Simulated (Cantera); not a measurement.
Cantera with NASA thermochemical tables; ideal gases at 1 bar, condensed phases pure. Values are per mole of reaction as written; species without (g) are pure solids or liquids, kept so even where they would boil at 1 bar.

Between 300 and 2025 K, where is each reaction favourable under standard conditions?
- CaS + 3 OH(g) ⇌ SO₂(g) + 3 H(g) + CaO


- CaS + 3 OH(g) ⇌ SO₂(g) + 3 H(g) + CaO: ΔG° is 70 kJ at 300 K and -10 kJ at 2025 K; it changes sign between 1800 and 1875 K. ΔH° is 113 kJ and ΔS° 60 J/K at 2025 K.
